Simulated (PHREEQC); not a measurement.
Make-up at 20 °C: 0.021 mol/kgw NaOH, 0.0018 mol/kgw CO2 and 0.0045 mol/kgw K3PO4. Closed to the air; pH follows from the charge balance.

The numbers come from PHREEQC with the ion-association model, phreeqc.dat.

```
quantity                    before     after
------------------------  --------  --------
pH                           12.35     12.36
ionic strength (mol/kgw)    0.0466    0.0717
CO3-2 (mol/kgw)            0.00156   0.00159
NaCO3- (mol/kgw)          0.000227  0.000205
NaHCO3 (mol/kgw)           7.90e-8   6.79e-8
```

Problem. Name the change that produced these shifts.
A) diluted 5-fold with water
B) NaOH from 0.021 to 0.0105 mol/kgw
C) K3PO4 from 0.0045 to 0.009 mol/kgw
D) 0.001 mol/kgw K2SO4 added
E) K3PO4 replaced by KHCO3 at the same molality

Solution. C, K3PO4 from 0.0045 to 0.009 mol/kgw

This is a speciation only: nothing precipitates in the calculation.
